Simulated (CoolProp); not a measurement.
Computed with CoolProp (reference Helmholtz-energy equation of state, Colonna 2008). It is a short technical equation, of lower accuracy than the large ones.

Give the vapour pressure (kPa), liquid cp (kJ/(kg K)), vapour Z, surface tension (mN/m) of saturated dodecamethylcyclohexasiloxane (D6) at 556.3, 576.2 K.


| T (K) | p (kPa) | liquid cp (kJ/(kg K)) | vapour Z | surface tension (mN/m) |
|---|---|---|---|---|
| 556.3 | 221 | 2.13 | 0.823 | 2.19 |
| 576.2 | 317 | 2.19 | 0.764 | 1.46 |

Surface tension comes from a separate correlation (Mulero 2014).
